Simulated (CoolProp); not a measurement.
Vapour pressure (bar) of fluorine: the reference equation beside estimates from Tc = -128.7 °C, pc = 52.40 bar, ω = 0.045. Clausius-Clapeyron is anchored at -156.05 °C with a constant enthalpy of vaporisation of 5.059 kJ/mol.

Values from CoolProp's reference Helmholtz-energy equation of state, de Reuck 1990.

```json
[
 {"T (°C)": "-158.05", "reference": "12.29", "Lee-Kesler": "12.38", "Clausius-Clapeyron": "?", "van der Waals": "19.74", "Redlich-Kwong": "12.55", "Soave-Redlich-Kwong": "12.48", "Peng-Robinson": "12.40"},
 {"T (°C)": "-156.05", "reference": "13.84", "Lee-Kesler": "13.93", "Clausius-Clapeyron": "13.84", "van der Waals": "?", "Redlich-Kwong": "14.17", "Soave-Redlich-Kwong": "14.07", "Peng-Robinson": "13.97"},
 {"T (°C)": "-153.95", "reference": "15.62", "Lee-Kesler": "15.71", "Clausius-Clapeyron": "15.17", "van der Waals": "23.17", "Redlich-Kwong": "16.03", "Soave-Redlich-Kwong": "15.88", "Peng-Robinson": "15.77"},
 {"T (°C)": "-151.95", "reference": "17.47", "Lee-Kesler": "17.55", "Clausius-Clapeyron": "16.50", "van der Waals": "24.98", "Redlich-Kwong": "17.94", "Soave-Redlich-Kwong": "17.76", "Peng-Robinson": "17.63"},
 {"T (°C)": "-149.85", "reference": "19.56", "Lee-Kesler": "19.64", "Clausius-Clapeyron": "17.98", "van der Waals": "26.96", "Redlich-Kwong": "20.12", "Soave-Redlich-Kwong": "19.90", "Peng-Robinson": "19.74"},
 {"T (°C)": "-147.75", "reference": "21.84", "Lee-Kesler": "21.91", "Clausius-Clapeyron": "19.52", "van der Waals": "29.04", "Redlich-Kwong": "22.46", "Soave-Redlich-Kwong": "22.21", "Peng-Robinson": "22.04"},
 {"T (°C)": "-145.75", "reference": "24.17", "Lee-Kesler": "24.24", "Clausius-Clapeyron": "21.07", "van der Waals": "31.11", "Redlich-Kwong": "24.86", "Soave-Redlich-Kwong": "24.58", "Peng-Robinson": "24.40"},
 {"T (°C)": "-143.65", "reference": "26.82", "Lee-Kesler": "?", "Clausius-Clapeyron": "22.77", "van der Waals": "33.38", "Redlich-Kwong": "27.55", "Soave-Redlich-Kwong": "27.26", "Peng-Robinson": "27.06"},
 {"T (°C)": "-141.65", "reference": "29.52", "Lee-Kesler": "29.58", "Clausius-Clapeyron": "24.45", "van der Waals": "35.63", "Redlich-Kwong": "30.29", "Soave-Redlich-Kwong": "29.99", "Peng-Robinson": "29.79"},
 {"T (°C)": "-139.55", "reference": "32.58", "Lee-Kesler": "32.63", "Clausius-Clapeyron": "26.30", "van der Waals": "38.09", "Redlich-Kwong": "33.36", "Soave-Redlich-Kwong": "33.06", "Peng-Robinson": "32.86"},
 {"T (°C)": "-137.55", "reference": "35.70", "Lee-Kesler": "35.75", "Clausius-Clapeyron": "28.12", "van der Waals": "40.53", "Redlich-Kwong": "36.46", "Soave-Redlich-Kwong": "36.18", "Peng-Robinson": "35.99"},
 {"T (°C)": "-135.45", "reference": "39.21", "Lee-Kesler": "39.27", "Clausius-Clapeyron": "30.12", "van der Waals": "43.19", "Redlich-Kwong": "39.92", "Soave-Redlich-Kwong": "39.67", "Peng-Robinson": "39.51"},
 {"T (°C)": "-133.35", "reference": "42.98", "Lee-Kesler": "43.05", "Clausius-Clapeyron": "32.18", "van der Waals": "45.95", "Redlich-Kwong": "43.58", "Soave-Redlich-Kwong": "43.39", "Peng-Robinson": "43.26"},
 {"T (°C)": "-131.35", "reference": "46.84", "Lee-Kesler": "46.92", "Clausius-Clapeyron": "34.22", "van der Waals": "48.68", "Redlich-Kwong": "47.27", "Soave-Redlich-Kwong": "47.15", "Peng-Robinson": "47.07"}
]
```

Question: What belongs in the gaps?

Answer: 
- -158.05, Clausius-Clapeyron: 12.65
- -156.05, van der Waals: 21.37
- -143.65, Lee-Kesler: 26.88

Absolute difference from the reference over all 14 rows, mean and median: Lee-Kesler 0.3 and 0.3 %, Clausius-Clapeyron 13.6 and 14.0 %, van der Waals 28.7 and 26.6 %, Redlich-Kwong 2.3 and 2.5 %, Soave-Redlich-Kwong 1.5 and 1.6 %, Peng-Robinson 0.8 and 0.9 %.
